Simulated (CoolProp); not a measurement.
The numbers come from the reference Helmholtz-energy equation of state, Bücker 2006 in CoolProp.

Task: For n-butane, give the phase and the density (kg/m³), cp (kJ/(kg K)), cv (kJ/(kg K)), expansivity (1/kK) at 301.85 °C and 6 MPa; 301.85 °C and 7.2 MPa.

Result: 
- 301.85 °C and 6 MPa: supercritical; density 89.0, cp 3.15, cv 2.74, expansivity 3.57
- 301.85 °C and 7.2 MPa: supercritical; density 111, cp 3.24, cv 2.75, expansivity 4.01
